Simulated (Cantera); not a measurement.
**Equilibrium for boron, boron nitride and boron oxide: BCl₃ + NH₃**

Input: 1 mol BCl₃, a varied amount of NH₃, at 525 °C and 1.33 mbar.

Method: chemical equilibrium by Gibbs-energy minimisation in Cantera with the NASA 1993 tables (ideal gas, pure condensed phases). Candidate condensed phases: B, BN, NH₄Cl; 21 gas species. Gases not in the tables: BHCl₂. Rates play no part.

```tsv
n(NH₃) (mol)	x HCl	x H₂	x BCl₃	x N₂	n BN(s)
0.13	0.309	4.31e-5	0.691	1.44e-5	0.130
0.27	0.526	0.000115	0.474	3.84e-5	0.270
0.57	0.798	0.000331	0.201	0.000110	0.570
1.2	0.882	0.0882	3.81e-6	0.0294	1.000
2.5	0.500	0.375	3.84e-8	0.125	1.00
5.4	0.254	0.559	2.27e-9	0.186	1.00
11	0.130	0.652	2.25e-10	0.217	1.00
24	0.0612	0.704	2.00e-11	0.235	1.00
```
x: gas mole fraction; n: condensed amount in mol.

From 0.13 mol NH₃ to 24 mol NH₃ the condensed part is BN(s).
